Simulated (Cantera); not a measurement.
Mixture: C₃H₈ : O₂ : N₂ = 1 : 8.77 : 33 (molar parts), equivalence ratio 0.57, at 3.16 atm, adiabatic and at constant volume. Ignition delay is the time to a rise of 400 K.

Cantera simulation using GRI-Mech 3.0 (53 species, 325 reactions); the numbers are that mechanism's predictions, not measurements. GRI-Mech 3.0 was tuned for natural gas; its chemistry of propane as a main component is partial and can be far from experiment.

Q: Predict: delay at 1175 K; delay at 1275 K; delay at 1375 K; delay at 1475 K; delay at 1575 K; delay at 1675 K; apparent activation energy between 1475 and 1675 K.

A: 
| Item | Value |
|---|---|
| delay at 1175 K | 5.04 ms |
| delay at 1275 K | 0.758 ms |
| delay at 1375 K | 0.155 ms |
| delay at 1475 K | 44.2 µs |
| delay at 1575 K | 17.1 µs |
| delay at 1675 K | 8.38 µs |
| apparent activation energy between 1475 and 1675 K | 170 kJ/mol |
